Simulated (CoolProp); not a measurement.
Vapour-liquid equilibrium of R1234ze(E) (1) + n-pentane (2) at 0.289 bar; x and y are mole fractions of (1).

The numbers come from the multi-fluid Helmholtz-energy mixture model, Thol 2016 and Thol 2019; pair parameters Bell 2016 in CoolProp.

```json
[
 {"x": "0.05", "bubble temperature, mixture model (K)": "[?]", "bubble temperature, Raoult's law (K)": "269.4", "y, mixture model": "0.610", "y, Raoult's law": "0.325"},
 {"x": "0.2", "bubble temperature, mixture model (K)": "[?]", "bubble temperature, Raoult's law (K)": "254.9", "y, mixture model": "0.887", "y, Raoult's law": "0.725"},
 {"x": "0.35", "bubble temperature, mixture model (K)": "233.3", "bubble temperature, Raoult's law (K)": "246.3", "y, mixture model": "0.927", "y, Raoult's law": "0.861"},
 {"x": "0.5", "bubble temperature, mixture model (K)": "[?]", "bubble temperature, Raoult's law (K)": "240.4", "y, mixture model": "0.938", "y, Raoult's law": "0.925"},
 {"x": "0.65", "bubble temperature, mixture model (K)": "231.0", "bubble temperature, Raoult's law (K)": "236.0", "y, mixture model": "0.944", "y, Raoult's law": "0.960"},
 {"x": "0.8", "bubble temperature, mixture model (K)": "230.3", "bubble temperature, Raoult's law (K)": "232.5", "y, mixture model": "0.953", "y, Raoult's law": "0.982"},
 {"x": "0.95", "bubble temperature, mixture model (K)": "229.2", "bubble temperature, Raoult's law (K)": "229.6", "y, mixture model": "0.980", "y, Raoult's law": "0.996"}
]
```

What belongs in the gaps?


- 0.05, bubble temperature, mixture model (K): 258.0
- 0.2, bubble temperature, mixture model (K): 238.5
- 0.5, bubble temperature, mixture model (K): 231.7

The largest gap from Raoult's law is -16.4 K in bubble temperature, at x = 0.2. No azeotrope shows between x = 0.05 and 0.95.

Pair parameters are fitted to limited data, so mixtures are less certain than the pure fluids. With so large a gap from Raoult's law the liquid may split in two, which this calculation doesn't test in full.
